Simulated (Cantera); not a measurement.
An isothermal, constant-pressure homogeneous reactor starts with 70.9 % CH4, 29.1 % CO2, at 1275 K and 2700000 Pa.

Detailed kinetics in Cantera: GRI-Mech 3.0 (53 species, 325 reactions). GRI-Mech 3.0 stops at C3 and has no aromatics, soot or wall deposition, so with more carbon than oxygen in the feed, carbon stays in small species such as C2H2 where larger ones or solid carbon would form. The pressure lies above the range GRI-Mech 3.0 was tuned for (to about 10 atm).

Question: Predict: x(CH4) at 30.0 s; x(CO2) at 30.0 s; x(H2O) at 30.0 s; x(H) at 30.0 s.

Answer: 
```
Property                                           Result
----------------  ---------------------------------------
x(CH4) at 30.0 s      0.494 (gas-phase equilibrium 0.274)
x(CO2) at 30.0 s    0.153 (gas-phase equilibrium 0.00279)
x(H2O) at 30.0 s    0.110 (gas-phase equilibrium 0.00454)
x(H) at 30.0 s    3.26e-8 (gas-phase equilibrium 8.51e-8)
```
